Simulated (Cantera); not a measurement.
A freely propagating, adiabatic, planar premixed flame of CH₄ : C₂H₆ : C₃H₈ : O₂ : N₂ = 1 : 0.13 : 0.19 : 2.43 : 9.14 (molar parts), unburnt at 525 K and 0.133 bar; mixture-averaged transport, grid criteria slope 0.08 and curve 0.16, no radiation.

Model: GRI-Mech 3.0 (53 species, 325 reactions), integrated in Cantera. GRI-Mech 3.0 was tuned for natural gas; its chemistry of propane as a main component is partial and can be far from experiment. Burning velocities carry a grid error of a few per cent, more on coarse grids.

Problem. How do the results move with these cheaper or finer settings: unity-Lewis-number transport; multicomponent transport; multicomponent+Soret transport; grid criteria slope 0.5, curve 1; grid criteria slope 0.25, curve 0.5; grid criteria slope 0.03, curve 0.06?

Solution. 
```json
[
 {"setting": "as above", "laminar burning velocity": "103 cm/s", "thermal thickness": "2.34 mm", "peak x(CO)": "0.0926", "peak x(CH₂)": "0.000107", "grid points": "148"},
 {"setting": "unity-Lewis-number transport", "laminar burning velocity": "63.8 cm/s", "thermal thickness": "3.13 mm", "peak x(CO)": "0.0868", "peak x(CH₂)": "8.29e-5", "grid points": "140"},
 {"setting": "multicomponent transport", "laminar burning velocity": "102 cm/s", "thermal thickness": "2.38 mm", "peak x(CO)": "0.0926", "peak x(CH₂)": "0.000107", "grid points": "148"},
 {"setting": "multicomponent+Soret transport", "laminar burning velocity": "102 cm/s", "thermal thickness": "2.34 mm", "peak x(CO)": "0.0925", "peak x(CH₂)": "0.000107", "grid points": "148"},
 {"setting": "grid criteria slope 0.5, curve 1", "laminar burning velocity": "113 cm/s", "thermal thickness": "2.66 mm", "peak x(CO)": "0.0926", "peak x(CH₂)": "0.000107", "grid points": "47"},
 {"setting": "grid criteria slope 0.25, curve 0.5", "laminar burning velocity": "106 cm/s", "thermal thickness": "2.48 mm", "peak x(CO)": "0.0926", "peak x(CH₂)": "0.000107", "grid points": "72"},
 {"setting": "grid criteria slope 0.03, curve 0.06", "laminar burning velocity": "101 cm/s", "thermal thickness": "2.36 mm", "peak x(CO)": "0.0926", "peak x(CH₂)": "0.000107", "grid points": "369"}
]
```
The base run took around 9 core-seconds (rough).
Unity Lewis numbers drop preferential diffusion, which matters most where H2 and H carry the flame; Soret adds thermal diffusion.
